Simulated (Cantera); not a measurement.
Charge: 1 mol Si3N4, 0.011 mol CO2, 23 mol H2, equilibrated at 1625 K and 1 atm.

Method: chemical equilibrium by Gibbs-energy minimisation in Cantera with the NASA 1993 tables (ideal gas, pure condensed phases). Candidate condensed phases: C, C6H6, C7H8, C8H18, H2O, Si, SiC, SiO2, Si2N2O, Si3N4; 151 gas species. Mutual solubility and eutectic melting of coexisting phases are not modelled. Kinetics and transport are ignored.

Base state: H2 0.999, N2 0.000629, H 7.01e-5, CH4 2.12e-5, SiO 1.26e-5 (mole fractions); condensed: SiC(s) + Si2N2O(s) + Si3N4(s).

### Question
What changes in the equilibrium state with this change: CO2 from 0.011 to 0.028 mol?

### Answer
```json
[
 {"species": "H2", "before": "0.999", "after": "0.998"},
 {"species": "N2", "before": "0.000629", "after": "0.00159"},
 {"species": "H", "before": "7.01e-5", "after": "7.00e-5"},
 {"species": "CH4", "before": "2.12e-5", "after": "3.94e-5"},
 {"species": "SiO", "before": "1.26e-5", "after": "9.21e-6"},
 {"species": "SiC(s), mol", "before": "0.0105", "after": "0.0270"},
 {"species": "Si2N2O(s), mol", "before": "0.0217", "after": "0.0557"},
 {"species": "Si3N4(s), mol", "before": "0.982", "after": "0.954"}
]
```

### Question
What changes in the equilibrium state with this change: CO2 from 0.011 to 0.22 mol?

### Answer
| species | before | after |
|---|---|---|
| H2 | 0.999 | 0.987 |
| N2 | 0.000629 | 0.0124 |
| CH4 | 2.12e-5 | 0.000152 |
| SiO | 1.26e-5 | 4.64e-6 |
| HCN | 8.54e-7 | 2.76e-5 |
| CO | 8.07e-7 | 1.60e-5 |
| H | 7.01e-5 | 6.96e-5 |
| SiC(s), mol | 0.0105 | 0.215 |
| Si2N2O(s), mol | 0.0217 | 0.440 |
| Si3N4(s), mol | 0.982 | 0.635 |
